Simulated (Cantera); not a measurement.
Transport properties of process gases

Gas mixture: 100 % O2, at 350000 Pa, frozen composition.

Cantera's kinetic-theory transport with the Lennard-Jones parameters of GRI-Mech 3.0, ideal gas; thermal conductivity in the multicomponent form.

```tsv
T (K)	ρ (kg/m³)	cp (J/kg/K)	μ (µPa s)	λ (mW/m/K)	Pr	D (cm²/s) H2O	D (cm²/s) CH4	D (cm²/s) NO
400	3.37	941.4	25.6	33.9	0.712	0.116	0.109	0.0982
550	2.45	987.2	32.1	44.6	0.711	0.210	0.190	0.170
700	1.92	1031	37.8	54.9	0.710	0.326	0.286	0.255
850	1.58	1065	43.0	64.6	0.709	0.461	0.397	0.353
1000	1.35	1090	47.9	73.7	0.709	0.613	0.522	0.463
1150	1.17	1109	52.5	82.1	0.709	0.781	0.659	0.585
```
D: mixture-averaged diffusion coefficient of that species in the mixture.
